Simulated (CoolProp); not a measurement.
Saturation properties of decamethylcyclopentasiloxane (D5).

Computed with CoolProp (reference Helmholtz-energy equation of state, Thol 2019).

| T (°C) | p (MPa) | liquid density (kg/m³) | vapour density (kg/m³) | enthalpy of vaporisation (kJ/kg) | surface tension (mN/m) |
|---|---|---|---|---|---|
| 68.65 | 0.0004657 | 907.1 | 0.06086 | 158.2 | 14.8 |
| 93.25 | 0.001801 | 880.7 | 0.2201 | 149.6 | 13.1 |
| 117.95 | 0.005557 | 853.8 | 0.6404 | 141.3 | 11.4 |
| 142.55 | 0.01426 | 826.3 | 1.563 | 133.2 | 9.74 |
| 167.15 | 0.03175 | 797.8 | 3.347 | 125.1 | 8.17 |
| 191.75 | 0.06314 | 767.9 | 6.478 | 116.7 | 6.69 |
| 216.35 | 0.1147 | 735.9 | 11.62 | 108.0 | 5.28 |
| 240.95 | 0.1940 | 700.8 | 19.73 | 98.57 | 3.97 |
| 265.55 | 0.3093 | 661.1 | 32.33 | 88.01 | 2.76 |
| 290.25 | 0.4716 | 613.5 | 52.39 | 75.48 | 1.68 |

It boils at 210.9 °C under 1 atm.

Surface tension comes from a separate correlation (Mulero 2014), older than this fluid's equation and unchecked against measurements.
